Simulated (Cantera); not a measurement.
An isothermal, constant-pressure homogeneous reactor starts with 0.243 % CO, 6.18 % O₂, 0.0196 % H₂O, 93.6 % N₂, equivalence ratio 0.020, at 1475 K and 0.780 bar.

Detailed kinetics in Cantera: GRI-Mech 3.0 (53 species, 325 reactions).

One state of this run: x CO = 3.77e-8; x O₂ = 0.0606; x H₂O = 0.000196; x H = 5.16e-10; x H₂O₂ = 7.62e-12. x: mole fraction; the columns are a selection and need not sum to one.

Task: Which value of t (s) does it belong to?
A) 0.0300
B) 0.126
C) 0.533
D) 40.0

Result: D, 40.0
